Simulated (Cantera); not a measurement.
Charge: 1 mol Pb, 7.1 mol H2, at 1223 K.

Cantera equilibrium calculation (NASA polynomials, part measured and part estimated; ideal gas, pure solids and liquids). Candidate condensed phases: Pb; 4 gas species. Kinetics and transport are ignored.

**Question.** At 10.0 Pa, list the 3 most abundant gas species with their mole fractions, and the condensed phases.

**Answer.** H2 0.877, Pb 0.123, H 2.81e-5. Condensed: gas only.
